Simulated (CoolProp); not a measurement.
Vapour-liquid equilibrium of n-pentane (1) + toluene (2) at 432.2 K; x and y are mole fractions of (1).

The numbers come from the multi-fluid Helmholtz-energy mixture model, Thol 2019 and Lemmon 2006; pair parameters Bell 2016 in CoolProp.

```csv
x,bubble pressure (MPa),y at the bubble point,dew pressure at overall composition x (MPa),liquid density (mol/L)
0.05,0.4259,0.228,0.3528,7.829
0.125,0.5528,0.429,0.3804,7.737
0.2,0.6722,0.552,0.4124,7.642
0.275,0.7854,0.636,0.4501,7.541
0.35,0.8940,0.698,0.4951,7.435
0.425,0.9994,0.748,0.5496,7.322
0.5,1.103,0.789,0.6166,7.203
0.575,1.206,0.826,0.7007,7.076
0.65,1.310,0.858,0.8083,6.940
0.725,1.417,0.889,0.9484,6.794
0.8,1.527,0.919,1.132,6.635
0.875,1.644,0.948,1.367,6.461
0.95,1.769,0.979,1.651,6.266
```

No azeotrope shows between x = 0.05 and 0.95.

Pair parameters are fitted to limited data, so mixtures are less certain than the pure fluids. The gap from Raoult's law changes sign with composition, which may be real or a fault of the pair parameters; it wasn't checked against measurements.
